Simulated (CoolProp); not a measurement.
Vapour-liquid equilibrium of ethanol (1) + toluene (2) at 59.65 °C; x and y are mole fractions of (1).

Values from CoolProp's multi-fluid Helmholtz-energy mixture model, Schroeder 2014 and Lemmon 2006; pair parameters Bell 2016.

Give the bubble pressure and the first vapour's composition at x = 0.65, 0.8, 0.95. Is there an azeotrope?

x = 0.65: 0.5053 bar, y = 0.716; x = 0.8: 0.5060 bar, y = 0.770; x = 0.95: 0.4802 bar, y = 0.914. y crosses x between x = 0.65 and 0.8: the model has an azeotrope there.

The pair parameters rest on a limited set of measurements; away from them the model extrapolates. With so large a gap from Raoult's law the liquid may split in two, which this calculation doesn't test in full.
